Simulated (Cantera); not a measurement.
# Moist CO burnout

An isothermal, constant-pressure homogeneous reactor starts with CO : O₂ : H₂O : N₂ = 0.0029 : 0.03 : 0.00031 : 1 (molar parts), equivalence ratio 0.048, at 1425 K and 10.0 bar.

Cantera simulation using GRI-Mech 3.0 (53 species, 325 reactions); the numbers are that mechanism's predictions, not measurements.

```tsv
t (s)	x CO	x O₂	x H₂O	x OH	x O	x NO₂
2.00e-6	0.00281	0.0290	0.000300	1.37e-11	1.60e-9	<1e-12
6.02e-6	0.00281	0.0290	0.000300	7.05e-11	4.79e-9	<1e-12
1.81e-5	0.00281	0.0290	0.000300	4.43e-10	1.43e-8	<1e-12
5.45e-5	0.00281	0.0290	0.000300	2.89e-9	4.33e-8	<1e-12
0.000164	0.00281	0.0290	0.000300	2.13e-8	1.65e-7	<1e-12
0.000494	0.00280	0.0290	0.000300	4.75e-7	2.52e-6	<1e-12
0.00149	0.00239	0.0288	0.000294	7.50e-6	3.73e-5	2.14e-9
0.00447	0.00122	0.0282	0.000296	6.46e-6	2.28e-5	4.40e-8
0.0135	0.000273	0.0278	0.000298	4.55e-6	7.38e-6	1.46e-7
0.0405	1.87e-5	0.0277	0.000299	2.48e-6	1.13e-6	1.22e-7
0.122	5.21e-7	0.0277	0.000300	1.01e-6	1.44e-7	3.18e-8
0.367	9.94e-9	0.0277	0.000300	7.34e-7	7.37e-8	1.82e-8
1.10	8.05e-9	0.0277	0.000300	7.32e-7	7.34e-8	1.82e-8
3.32	8.05e-9	0.0277	0.000300	7.32e-7	7.34e-8	1.84e-8
10.0	8.05e-9	0.0277	0.000300	7.32e-7	7.34e-8	1.90e-8
```
x: mole fraction; the columns are a selection and need not sum to one.

Equilibrium at this temperature and pressure: CO 8.08e-9, O₂ 0.0275, H₂O 0.000300, OH 7.31e-7, O 7.32e-8, NO₂ 2.61e-6 (gas phase only).
